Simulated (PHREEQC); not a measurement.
Dissolve 0.2 mol CuCl2 and 0.0033 mol HCl per kg of water at 25 °C. Closed to the air; pH follows from the charge balance.

Equilibrium calculation in PHREEQC: ion-association model, wateq4f.dat.

Task: The ionic strength comes out as 0.520 mol/kgw. What activity coefficients do CuCl3-, Cl-, Cu+2, H+, CuCl+ get?

Result: CuCl3- 0.65, Cl- 0.64, Cu+2 0.25, H+ 0.76, CuCl+ 0.65.

No solid was allowed to form.
